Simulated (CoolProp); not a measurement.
Vapour-liquid equilibrium of dimethyl ether (1) + 1-butene (2) at 216.1 K; x and y are mole fractions of (1).

Computed with CoolProp (multi-fluid Helmholtz-energy mixture model, Wu 2011 and Lemmon 2005; pair parameters Bell 2016).

Q: Give the bubble pressure and the first vapour's composition at x = 0.575, 0.65, 0.875. Is there an azeotrope?

A: x = 0.575: 0.01618 MPa, y = 0.755; x = 0.65: 0.01685 MPa, y = 0.798; x = 0.875: 0.01861 MPa, y = 0.922. No azeotrope shows between x = 0.05 and 0.95.

The pair parameters rest on a limited set of measurements; away from them the model extrapolates.
